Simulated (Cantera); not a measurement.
# Adiabatic ignition

An adiabatic, constant-volume homogeneous reactor starts with 8.55 % CO, 5.56 % H2, 8.47 % O2, 66.3 % N2, 11.1 % H2O, at 1798 K and 4.93 atm.

Computed with Cantera and GRI-Mech 3.0 (53 species, 325 reactions). The hydrogen kinetics of GRI-Mech 3.0 are dated; newer H2 mechanisms differ, most at raised pressure.

```json
[
 {"t (s)": "3.00e-6", "T (K)": "1863", "P (bar)": "5.16", "x CO": "0.0808", "x H2": "0.0249", "x O2": "0.0646", "x HO2": "9.59e-5", "x NO2": "4.36e-10", "x H": "0.0119", "x H2O": "0.132"},
 {"t (s)": "6.31e-6", "T (K)": "2244", "P (bar)": "6.08", "x CO": "0.0443", "x H2": "0.0145", "x O2": "0.0383", "x HO2": "3.21e-5", "x NO2": "1.66e-8", "x H": "0.0110", "x H2O": "0.143"},
 {"t (s)": "1.33e-5", "T (K)": "2533", "P (bar)": "6.74", "x CO": "0.0280", "x H2": "0.0100", "x O2": "0.0290", "x HO2": "1.33e-5", "x NO2": "6.20e-8", "x H": "0.00446", "x H2O": "0.155"},
 {"t (s)": "2.79e-5", "T (K)": "2672", "P (bar)": "7.04", "x CO": "0.0203", "x H2": "0.00679", "x O2": "0.0245", "x HO2": "9.77e-6", "x NO2": "1.51e-7", "x H": "0.00210", "x H2O": "0.162"},
 {"t (s)": "5.88e-5", "T (K)": "2703", "P (bar)": "7.11", "x CO": "0.0181", "x H2": "0.00607", "x O2": "0.0232", "x HO2": "9.33e-6", "x NO2": "3.30e-7", "x H": "0.00171", "x H2O": "0.164"},
 {"t (s)": "0.000124", "T (K)": "2703", "P (bar)": "7.11", "x CO": "0.0180", "x H2": "0.00605", "x O2": "0.0228", "x HO2": "9.22e-6", "x NO2": "7.10e-7", "x H": "0.00169", "x H2O": "0.164"},
 {"t (s)": "0.000260", "T (K)": "2701", "P (bar)": "7.10", "x CO": "0.0180", "x H2": "0.00606", "x O2": "0.0223", "x HO2": "9.02e-6", "x NO2": "1.44e-6", "x H": "0.00168", "x H2O": "0.164"},
 {"t (s)": "0.000548", "T (K)": "2697", "P (bar)": "7.09", "x CO": "0.0181", "x H2": "0.00609", "x O2": "0.0215", "x HO2": "8.67e-6", "x NO2": "2.64e-6", "x H": "0.00166", "x H2O": "0.164"},
 {"t (s)": "0.00115", "T (K)": "2692", "P (bar)": "7.08", "x CO": "0.0181", "x H2": "0.00613", "x O2": "0.0204", "x HO2": "8.24e-6", "x NO2": "4.14e-6", "x H": "0.00163", "x H2O": "0.164"},
 {"t (s)": "0.00242", "T (K)": "2688", "P (bar)": "7.07", "x CO": "0.0182", "x H2": "0.00616", "x O2": "0.0196", "x HO2": "7.93e-6", "x NO2": "5.13e-6", "x H": "0.00161", "x H2O": "0.164"},
 {"t (s)": "0.00510", "T (K)": "2687", "P (bar)": "7.07", "x CO": "0.0182", "x H2": "0.00616", "x O2": "0.0194", "x HO2": "7.87e-6", "x NO2": "5.35e-6", "x H": "0.00161", "x H2O": "0.164"},
 {"t (s)": "0.0107", "T (K)": "2687", "P (bar)": "7.06", "x CO": "0.0182", "x H2": "0.00616", "x O2": "0.0194", "x HO2": "7.86e-6", "x NO2": "5.36e-6", "x H": "0.00161", "x H2O": "0.164"},
 {"t (s)": "0.0226", "T (K)": "2687", "P (bar)": "7.06", "x CO": "0.0182", "x H2": "0.00616", "x O2": "0.0194", "x HO2": "7.86e-6", "x NO2": "5.36e-6", "x H": "0.00161", "x H2O": "0.164"},
 {"t (s)": "0.0475", "T (K)": "2687", "P (bar)": "7.06", "x CO": "0.0182", "x H2": "0.00616", "x O2": "0.0194", "x HO2": "7.86e-6", "x NO2": "5.36e-6", "x H": "0.00161", "x H2O": "0.164"},
 {"t (s)": "0.100", "T (K)": "2687", "P (bar)": "7.06", "x CO": "0.0182", "x H2": "0.00616", "x O2": "0.0194", "x HO2": "7.86e-6", "x NO2": "5.36e-6", "x H": "0.00161", "x H2O": "0.164"}
]
```
x: mole fraction; the columns are a selection and need not sum to one.

```json
{
  "time_of_steepest_temperature_rise": "3.38 µs",
  "temperature at 0.100 s": "2687 K",
  "equilibrium_temperature": "2687 K",
  "x(CO) at 0.100 s": "0.0182 (gas-phase equilibrium 0.0182)",
  "x(H2) at 0.100 s": "0.00616 (gas-phase equilibrium 0.00616)",
  "x(O2) at 0.100 s": "0.0194 (gas-phase equilibrium 0.0194)"
}
```
